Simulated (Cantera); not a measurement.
A Cantera script and its output.

```python
import numpy as np
import cantera as ct

gas = ct.Solution("gri30.yaml")
gas.TPX = 350, 230000, {'CO': 1, 'H2': 0.078, 'O2': 1.08, 'N2': 4.05}
inlet = ct.Reservoir(gas, clone=True)
gas.equilibrate("HP")  # start burning
reactor = ct.IdealGasConstPressureReactor(gas, energy="on", clone=False)
exhaust = ct.Reservoir(gas, clone=True)
tau = [0.12, 0.061, 0.031, 0.015, 0.0078, 0.0039, 0.002, 0.001, 0.0005, 0.00025, 0.00013, 6.4e-05, 3.2e-05][0]
for a, b in ((inlet, reactor), (reactor, exhaust)):
    ct.MassFlowController(a, b, mdot=lambda t: reactor.mass / tau)
net = ct.ReactorNet([reactor])
show = ['CO', 'H2', 'O2', 'NO', 'H']

rows = []
print(f"{'tau/s':>10s}{'T/K':>9s}" + "".join(f"{s:>11s}" for s in show))
for tau in [0.12, 0.061, 0.031, 0.015, 0.0078, 0.0039, 0.002, 0.001, 0.0005, 0.00025, 0.00013, 6.4e-05, 3.2e-05]:
    net.initial_time = 0.0
    net.advance(30 * tau)
    before = gas.X
    net.advance(40 * tau)
    drift = np.max(np.abs(gas.X - before) / (gas.X + 1e-9))
    rows.append([gas.T, *gas[show].X, drift])
    print(f"{tau:10.3e}{gas.T:9.1f}" + "".join(f"{x:11.3e}" for x in gas[show].X))
```

Output:

```
     tau/s      T/K         CO         H2         O2         NO          H
 1.200e-01   1790.5  1.173e-03  1.752e-05  9.564e-02  1.140e-04  9.359e-06
 6.100e-02   1784.7  1.809e-03  2.658e-05  9.584e-02  1.022e-04  1.759e-05
 3.100e-02   1775.9  2.784e-03  4.021e-05  9.615e-02  8.822e-05  3.304e-05
 1.500e-02   1761.6  4.394e-03  6.213e-05  9.669e-02  7.081e-05  6.440e-05
 7.800e-03   1742.4  6.581e-03  9.082e-05  9.743e-02  5.503e-05  1.156e-04
 3.900e-03   1712.4  1.002e-02  1.335e-04  9.865e-02  4.055e-05  2.093e-04
 2.000e-03   1669.8  1.501e-02  1.895e-04  1.005e-01  2.974e-05  3.559e-04
 1.000e-03   1601.6  2.331e-02  2.680e-04  1.039e-01  2.072e-05  5.714e-04
 5.000e-04   1454.0  4.306e-02  4.154e-04  1.129e-01  8.909e-06  6.911e-04
 2.500e-04    350.0  1.611e-01  1.256e-02  1.740e-01 -3.868e-22 -1.728e-31
 1.300e-04    350.0  1.611e-01  1.256e-02  1.740e-01 -2.332e-24  2.293e-33
 6.400e-05    350.0  1.611e-01  1.256e-02  1.740e-01 -1.473e-25  1.484e-33
 3.200e-05    350.0  1.611e-01  1.256e-02  1.740e-01 -9.304e-27  8.551e-34
```

Computed with Cantera and GRI-Mech 3.0 (53 species, 325 reactions). The hydrogen kinetics of GRI-Mech 3.0 are dated; newer H2 mechanisms differ, most at raised pressure.
